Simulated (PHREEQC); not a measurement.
**Leach liquor (model solution)**

Solution (47 °C): 0.0016 mol H2SO4 and 0.018 mol ZnSO4 per kg of water. Closed to the air; pH follows from the charge balance.

Computed with PHREEQC (ion-association model, phreeqc.dat).

Each row changes one thing in this solution. No solid was allowed to form.

```
case                                                   pH  ionic strength (mol/kgw)  SO4-2 (mol/kgw)  HSO4- (mol/kgw)
---------------------------------------------  ----------  ------------------------  ---------------  ---------------
as made                                              2.83                    0.0454           0.0105          0.00145
H2SO4 replaced by Li2SO4 at the same molality        5.43                    0.0468           0.0115       (withheld)
H2SO4 from 0.0016 to 0.008 mol/kgw                   2.13                (withheld)           0.0112          0.00730
ZnSO4 from 0.018 to 0.009 mol/kgw              (withheld)                    0.0263          0.00628          0.00115
ZnSO4 replaced by KHSO4 at the same molality   (withheld)                (withheld)          0.00954          0.00928
diluted 100-fold with water                          4.52                  0.000739         0.000188          8.45e-7
```

Q: What belongs in the gaps?

A: 
- H2SO4 replaced by Li2SO4 at the same molality, HSO4- (mol/kgw): 3.90e-6
- H2SO4 from 0.0016 to 0.008 mol/kgw, ionic strength (mol/kgw): 0.0534
- ZnSO4 from 0.018 to 0.009 mol/kgw, pH: 2.75
- ZnSO4 replaced by KHSO4 at the same molality, pH: 1.99
- ZnSO4 replaced by KHSO4 at the same molality, ionic strength (mol/kgw): 0.0387

Constants without temperature data keep their 25 °C values here.
